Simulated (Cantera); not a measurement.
A perfectly stirred reactor is fed with CH₄ : N₂ = 1 : 22 (molar parts), at 10.00 Torr; it is held at 1375 K, and followed from long to short residence time.

Cantera simulation using GRI-Mech 3.0 (53 species, 325 reactions); the numbers are that mechanism's predictions, not measurements. GRI-Mech 3.0 stops at C3 and has no aromatics, soot or wall deposition, so with more carbon than oxygen in the feed, carbon stays in small species such as C2H2 where larger ones or solid carbon would form. Radical loss at walls, strong at low pressure, is not modelled.

```csv
quantity,before,after
x(CH₄) at τ = 21.0 s,0.0389,0.0288
x(H₂) at τ = 21.0 s,0.00624,0.00470
x(CH₃) at τ = 21.0 s,5.30e-5,4.62e-5
x(C₂H) at τ = 21.0 s,1.09e-10,9.70e-11
x(C₂H₄) at τ = 21.0 s,0.000356,0.000284
x(CH₄) at τ = 0.100 s,0.0435,0.0323
x(H₂) at τ = 0.100 s,1.28e-6,9.22e-7
x(CH₃) at τ = 0.100 s,2.45e-6,1.79e-6
x(C₂H) at τ = 0.100 s,<1e-12,<1e-12
x(C₂H₄) at τ = 0.100 s,2.02e-8,1.07e-8
```

Question: Name the change that produced these shifts.
A) N2 22 to 30 parts
B) CH4 1 to 0.29 parts
C) temperature 1375 to 1650 K
D) temperature 1375 to 1048 K

Answer: A, N2 22 to 30 parts
